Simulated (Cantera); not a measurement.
Input: 1 mol SiO₂, 8.3 mol F₂, 0.85 mol Cl₂, held at 1375 °C and 1.00 bar.

Equilibrium computed with Cantera from the NASA thermochemical tables; the gas is ideal and each condensed phase is pure. Candidate condensed phases: Si, SiO₂; 26 gas species. Equilibrium is a limit: real reactors are often held back by kinetics, nucleation or transport.

Task: What is the equilibrium state?

Result: 
- x(F) = 0.721
- x(ClF) = 0.117
- x(SiF₄) = 0.0698
- x(O₂) = 0.0697
- x(F₂) = 0.0209
- x(Cl) = 0.00168
- x(Cl₂) = 0.000135
- x(FO) = 6.77e-5
- x(FO₂) = 1.51e-5
- gas amount = 14.33 mol
- log10 activity of Si(s) (absent) = -41.47
